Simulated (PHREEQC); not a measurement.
**Copper plating or etch bath: an equilibrium model**

Make-up at 25 °C: 0.0078 mol/kgw Cu(NO3)2, 0.00014 mol/kgw HCl and 0.00032 mol/kgw KCl. Closed to the air; pH follows from the charge balance.

Model: ion-association model, phreeqc.dat, run in PHREEQC.

This is a speciation only: nothing precipitates in the calculation.

**Question.** Predict the pH, specific conductance.

**Answer.** pH 3.91; specific conductance 1800 µS/cm.

**Question.** In which forms is Cl present?

**Answer.** Cl- 99 %, CuCl+ 1.2 % of the Cl.
